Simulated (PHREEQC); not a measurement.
A made-up water analysis in mg/L, 20 °C, pH 5.85, pe 10.4:

```csv
constituent,mg/L
Na,0.0641
K,0.0421
Ca,0.114
Mg,0.02
Cl,0.126
S(6) as SO4,0.338
Alkalinity as HCO3,0.0429
Cu(2),0.00177
Zn,0.000182
Pb,0.00081
Li,6.59e-05
O(0) (dissolved oxygen),0.00117
Sr,0.0116
```

Na is adjusted to close the charge balance.
Valence states are taken as typed.

All values are PHREEQC results (ion-association model, wateq4f.dat), not measurements.

- ionic strength = 2.00e-5 mol/kgw

| species | molality | activity | log γ |
|---|---|---|---|
| CO2 | 7.17e-6 | 7.17e-6 | 0.000 |
| Cl- | 3.55e-6 | 3.54e-6 | -0.002 |
| SO4-2 | 3.51e-6 | 3.44e-6 | -0.009 |
| Ca+2 | 2.84e-6 | 2.78e-6 | -0.009 |
| Na+ | 2.54e-6 | 2.53e-6 | -0.002 |
| HCO3- | 2.12e-6 | 2.11e-6 | -0.002 |

No solid was allowed to form.
